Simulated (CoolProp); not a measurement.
Vapour-liquid equilibrium of CHF3 (R23) (1) + R227EA (2) at 204.1 K; x and y are mole fractions of (1).

The numbers come from the multi-fluid Helmholtz-energy mixture model, Penoncello 2003 and Lemmon 2016; pair parameters Bell 2016 in CoolProp.

```
x     bubble pressure, mixture model (MPa)  bubble pressure, Raoult's law (MPa)  y, mixture model  y, Raoult's law
----  ------------------------------------  -----------------------------------  ----------------  ---------------
0.05                               0.01641                              0.01490             0.708            0.682
0.15                               0.04080                              0.03471             0.893            0.878
0.25                               0.06524                              0.05452             0.940            0.931
0.35                               0.08800                              0.07434             0.960            0.956
0.45                                0.1084                              0.09415             0.971            0.971
0.55                                0.1264                               0.1140             0.979            0.980
0.65                                0.1429                               0.1338             0.984            0.987
0.75                                0.1588                               0.1536             0.989            0.992
0.85                                0.1751                               0.1734             0.993            0.996
0.95                                0.1931                               0.1932             0.998            0.999
```

The largest gap from Raoult's law is +19.7 % in bubble pressure, at x = 0.25. No azeotrope shows between x = 0.05 and 0.95.

Pair parameters are fitted to limited data, so mixtures are less certain than the pure fluids.
